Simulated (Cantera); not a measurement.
Thermodynamics of carbon deposition, reforming and gasification, feed C + H₂O + H₂

Input: 1 mol C, 2.2 mol H₂O, 1.2 mol H₂, held at 160 Pa.

These are equilibrium values from Cantera (NASA tables, ideal gas, pure condensed phases), not measurements of a reactor. Candidate condensed phases: C, C₆H₆, C₇H₈, C₈H₁₈, H₂O; 110 gas species. The numbers say what is thermodynamically allowed, not how fast it happens.

From 1300 K to 2125 K nothing is condensed. The main C-bearing gas is CO throughout.

```json
[
 {"T (K)": "1300", "x H₂": "0.544", "x H₂O": "0.229", "x CO": "0.183", "x H": "2.04e-5", "x CO₂": "0.0438", "x OH": "1.12e-7", "x O": "4.04e-12", "x O₂": "<1e-12"},
 {"T (K)": "1375", "x H₂": "0.539", "x H₂O": "0.233", "x CO": "0.188", "x H": "6.29e-5", "x CO₂": "0.0393", "x OH": "4.90e-7", "x O": "5.27e-11", "x O₂": "1.09e-11"},
 {"T (K)": "1450", "x H₂": "0.536", "x H₂O": "0.237", "x CO": "0.192", "x H": "0.000173", "x CO₂": "0.0357", "x OH": "1.84e-6", "x O": "5.26e-10", "x O₂": "1.10e-10"},
 {"T (K)": "1525", "x H₂": "0.532", "x H₂O": "0.240", "x CO": "0.195", "x H": "0.000431", "x CO₂": "0.0326", "x OH": "6.04e-6", "x O": "4.20e-9", "x O₂": "8.78e-10"},
 {"T (K)": "1600", "x H₂": "0.529", "x H₂O": "0.243", "x CO": "0.197", "x H": "0.000989", "x CO₂": "0.0301", "x OH": "1.77e-5", "x O": "2.75e-8", "x O₂": "5.77e-9"},
 {"T (K)": "1675", "x H₂": "0.526", "x H₂O": "0.244", "x CO": "0.199", "x H": "0.00211", "x CO₂": "0.0279", "x OH": "4.73e-5", "x O": "1.53e-7", "x O₂": "3.21e-8"},
 {"T (K)": "1750", "x H₂": "0.523", "x H₂O": "0.246", "x CO": "0.201", "x H": "0.00420", "x CO₂": "0.0261", "x OH": "0.000116", "x O": "7.34e-7", "x O₂": "1.54e-7"},
 {"T (K)": "1825", "x H₂": "0.519", "x H₂O": "0.247", "x CO": "0.202", "x H": "0.00793", "x CO₂": "0.0245", "x OH": "0.000264", "x O": "3.10e-6", "x O₂": "6.50e-7"},
 {"T (K)": "1900", "x H₂": "0.513", "x H₂O": "0.247", "x CO": "0.202", "x H": "0.0142", "x CO₂": "0.0232", "x OH": "0.000562", "x O": "1.17e-5", "x O₂": "2.46e-6"},
 {"T (K)": "1975", "x H₂": "0.504", "x H₂O": "0.246", "x CO": "0.202", "x H": "0.0243", "x CO₂": "0.0220", "x OH": "0.00113", "x O": "4.00e-5", "x O₂": "8.46e-6"},
 {"T (K)": "2050", "x H₂": "0.492", "x H₂O": "0.244", "x CO": "0.202", "x H": "0.0398", "x CO₂": "0.0210", "x OH": "0.00215", "x O": "0.000126", "x O₂": "2.67e-5"},
 {"T (K)": "2125", "x H₂": "0.474", "x H₂O": "0.239", "x CO": "0.200", "x H": "0.0625", "x CO₂": "0.0200", "x OH": "0.00391", "x O": "0.000365", "x O₂": "7.83e-5"}
]
```
x: gas mole fraction; nothing condenses.
